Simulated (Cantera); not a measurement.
**Premixed flame**

A freely propagating, adiabatic, planar premixed flame of 36.2 % H2, 13.9 % O2, 49.9 % N2, equivalence ratio 1.3, unburnt at 475 K and 0.118 atm; multicomponent transport, grid criteria slope 0.08 and curve 0.16, no radiation.

Model: the H2/O2 subset of GRI-Mech 3.0, which has no nitrogen chemistry, integrated in Cantera. Burning velocities carry a grid error of a few per cent, more on coarse grids.

| z (mm) | T (K) | u (m/s) | x H2 | x O2 | x O | x H2O | x OH | x H2O2 |
|---|---|---|---|---|---|---|---|---|
| -19.8 | 475 | 4.45 | 0.362 | 0.139 | <1e-8 | <1e-8 | <1e-8 | <1e-8 |
| -13.2 | 475 | 4.45 | 0.362 | 0.139 | <1e-8 | <1e-8 | <1e-8 | <1e-8 |
| -9.90 | 475 | 4.45 | 0.362 | 0.139 | <1e-8 | <1e-8 | <1e-8 | <1e-8 |
| -6.60 | 475 | 4.45 | 0.362 | 0.139 | <1e-8 | <1e-8 | <1e-8 | <1e-8 |
| -3.30 | 481 | 4.49 | 0.361 | 0.139 | 4.00e-6 | 0.000275 | 2.51e-5 | 1.21e-6 |
| -1.65 | 641 | 5.94 | 0.339 | 0.134 | 0.000152 | 0.0132 | 0.000410 | 3.20e-6 |
| 0 | 1080 | 9.65 | 0.189 | 0.0845 | 0.00636 | 0.120 | 0.00263 | 4.58e-7 |
| 1.65 | 1362 | 12.0 | 0.0826 | 0.0224 | 0.0107 | 0.234 | 0.00685 | 5.65e-7 |
| 3.30 | 1474 | 12.9 | 0.0784 | 0.0159 | 0.0106 | 0.247 | 0.00881 | 4.83e-7 |
| 6.60 | 1604 | 13.9 | 0.0834 | 0.0138 | 0.00998 | 0.252 | 0.0109 | 3.28e-7 |
| 13.2 | 1751 | 15.0 | 0.0882 | 0.0115 | 0.00876 | 0.259 | 0.0130 | 1.81e-7 |
| 26.4 | 1905 | 16.2 | 0.0916 | 0.00897 | 0.00700 | 0.268 | 0.0144 | 9.38e-8 |
| 52.8 | 2057 | 17.2 | 0.0934 | 0.00644 | 0.00502 | 0.279 | 0.0146 | 5.10e-8 |
x: mole fraction of selected species; z is measured from the peak of heat release.

- laminar burning velocity: 445 cm/s
- thermal thickness: 6.60 mm
- peak x(O): 0.0107
- peak x(OH): 0.0147
- peak x(H2O2): 4.25e-6
- grid points: 139
